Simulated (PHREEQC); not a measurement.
Ca(OH)2 is added in steps, without added water, to 1 kg of water holding 0.0072 mol HF, 9.1e-05 mol KF, 0.00091 mol H2SiF6 and 0.017 mol H2SO4, at 20 °C. Oxygen alone is held at its pressure in air (log pO2 = -0.68). CO2 from the air is kept out. The run lets Gypsum, Fluorite, Portlandite, Chalcedony precipitate or redissolve, and no other solid.

Base run: PHREEQC, ion-association model, wateq4f.dat. Each further column changes one thing. The table gives F in solution (mol/kgw).

```csv
Ca(OH)2 added (mol),base,database phreeqc.dat,Davies equation for every ion,metal-ligand complexes left out,all activity coefficients set to 1
0,0.0128,0.0128,0.0128,0.0128,0.0128
0.002125,0.0115,…,0.0115,0.0110,…
0.00425,0.00934,0.00924,0.00932,0.00862,0.00879
0.006375,0.00709,0.00710,0.00707,0.00577,0.00582
0.0085,0.00431,0.00491,0.00429,…,…
0.01063,0.00262,0.00306,0.00260,…,0.00225
0.01275,0.00174,0.00188,0.00172,0.00140,0.00157
0.01487,0.00121,0.00123,0.00120,…,…
0.017,0.000836,0.000826,0.000829,0.000718,0.000826
```

Q: Complete the blanks.

A: 
- 0.002125, database phreeqc.dat: 0.0114
- 0.002125, all activity coefficients set to 1: 0.0113
- 0.0085, metal-ligand complexes left out: 0.00332
- 0.0085, all activity coefficients set to 1: 0.00349
- 0.01063, metal-ligand complexes left out: 0.00205
- 0.01487, metal-ligand complexes left out: 0.000988
- 0.01487, all activity coefficients set to 1: 0.00111

SiF6-2 is the database's only silicon fluoride. phreeqc.dat and wateq4f.dat share most of their constants, so their agreement is no independent check. Solids allowed in the column 'database phreeqc.dat': Anhydrite, Fluorite, SiO2(a).
